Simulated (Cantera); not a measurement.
What does this Cantera script print?

```python
import numpy as np
import cantera as ct

gas = ct.Solution("gri30.yaml")
gas.TPX = 1750, 430000, {'H2': 1, 'O2': 1.11, 'N2': 4.18, 'NO': 0.0071}
reactor = ct.IdealGasConstPressureReactor(gas, energy="on", clone=False)
net = ct.ReactorNet([reactor])
net.rtol, net.atol = 1e-08, 1e-16
show = ['H2', 'O2', 'NO', 'O', 'H2O2']
times = np.geomspace(8e-06, 0.5, 14)

steps = ct.SolutionArray(gas, extra=["t"])
rows = []
print(f"{'t/s':>10s}{'T/K':>9s}{'P/Pa':>11s}" + "".join(f"{s:>11s}" for s in show))
for t in times:
    while net.time < t:
        t_next = net.step()
        steps.append(gas.state, t=t_next)
    rows.append([np.interp(t, steps.t, y) for y in (steps.T, steps.P, *steps(*show).X.T)])
    print(f"{t:10.3e}{rows[-1][0]:9.1f}{rows[-1][1]:11.4g}" + "".join(f"{x:11.3e}" for x in rows[-1][2:]))
rate = np.gradient(steps.T, steps.t)
print("integrator steps:", len(steps.t))
if steps.T.max() > steps.T[0] + 200:
    print(f"time of steepest temperature rise: {steps.t[rate.argmax()]:.4e} s")
gas.TPX = 1750, 430000, {'H2': 1, 'O2': 1.11, 'N2': 4.18, 'NO': 0.0071}
gas.equilibrate("HP")
print(f"equilibrium (HP): T = {gas.T:.1f} K  " + "  ".join(f"{s} {gas[s].X[0]:.3e}" for s in show))
```

It prints:

```
       t/s      T/K       P/Pa         H2         O2         NO          O       H2O2
 8.000e-06   2522.2    4.3e+05  8.863e-03  9.540e-02  1.320e-03  1.430e-02  7.014e-07
 1.871e-05   2671.4    4.3e+05  4.344e-03  9.809e-02  1.512e-03  6.760e-03  9.096e-07
 4.374e-05   2696.9    4.3e+05  3.514e-03  9.860e-02  1.866e-03  5.452e-03  1.067e-06
 1.023e-04   2696.1    4.3e+05  3.496e-03  9.825e-02  2.649e-03  5.403e-03  1.065e-06
 2.392e-04   2693.6    4.3e+05  3.477e-03  9.746e-02  4.369e-03  5.324e-03  1.057e-06
 5.593e-04   2688.6    4.3e+05  3.438e-03  9.589e-02  7.803e-03  5.169e-03  1.040e-06
 1.308e-03   2680.8    4.3e+05  3.377e-03  9.344e-02  1.314e-02  4.934e-03  1.014e-06
 3.058e-03   2673.9    4.3e+05  3.325e-03  9.131e-02  1.777e-02  4.735e-03  9.919e-07
 7.152e-03   2672.1    4.3e+05  3.311e-03  9.074e-02  1.900e-02  4.683e-03  9.859e-07
 1.672e-02   2672.0    4.3e+05  3.311e-03  9.073e-02  1.904e-02  4.682e-03  9.858e-07
 3.910e-02   2672.0    4.3e+05  3.311e-03  9.073e-02  1.904e-02  4.682e-03  9.858e-07
 9.144e-02   2672.0    4.3e+05  3.311e-03  9.073e-02  1.904e-02  4.682e-03  9.858e-07
 2.138e-01   2672.0    4.3e+05  3.311e-03  9.073e-02  1.904e-02  4.682e-03  9.858e-07
 5.000e-01   2672.0    4.3e+05  3.311e-03  9.073e-02  1.904e-02  4.682e-03  9.858e-07
integrator steps: 1047
time of steepest temperature rise: 1.7609e-06 s
equilibrium (HP): T = 2672.0 K  H2 3.311e-03  O2 9.073e-02  NO 1.904e-02  O 4.682e-03  H2O2 9.858e-07
```

Computed with Cantera and GRI-Mech 3.0 (53 species, 325 reactions). The hydrogen kinetics of GRI-Mech 3.0 are dated; newer H2 mechanisms differ, most at raised pressure.
